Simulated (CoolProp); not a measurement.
C3F8 (R218) along the isotherm 440 K: fugacity coefficient from the reference equation and from simpler models built on Tc = 345.0 K, pc = 26.40 bar, ω = 0.317; each cubic takes its own stable root.

The numbers come from the reference Helmholtz-energy equation of state, Lemmon 2006 in CoolProp. It is a short technical equation, of lower accuracy than the large ones.

```tsv
p (bar)	phase	reference
15.4	gas	0.9240
30.8	supercritical	0.8520
46.2	supercritical	0.7855
61.5	supercritical	0.7276
76.9	supercritical	0.6795
92.3	supercritical	0.6418
108	supercritical	0.6128
123	supercritical	0.5924
138	supercritical	0.5775
154	supercritical	0.5665
169	supercritical	0.5598
185	supercritical	0.5560
200	supercritical	0.5549
```

**Question.** How far does each simpler model (van der Waals, Redlich-Kwong, Soave-Redlich-Kwong, Peng-Robinson) lie from the reference over these 13 states: mean and median of the absolute difference, and the worst?

**Answer.** 
- van der Waals: mean 8.6 %, median 9.5 %, worst -11.6 % at 440 K and 92.3 bar
- Redlich-Kwong: mean 7.9 %, median 8.9 %, worst -10.7 % at 440 K and 200 bar
- Soave-Redlich-Kwong: mean 4.9 %, median 5.6 %, worst +8.3 % at 440 K and 200 bar
- Peng-Robinson: mean 2.8 %, median 2.7 %, worst -4.1 % at 440 K and 200 bar
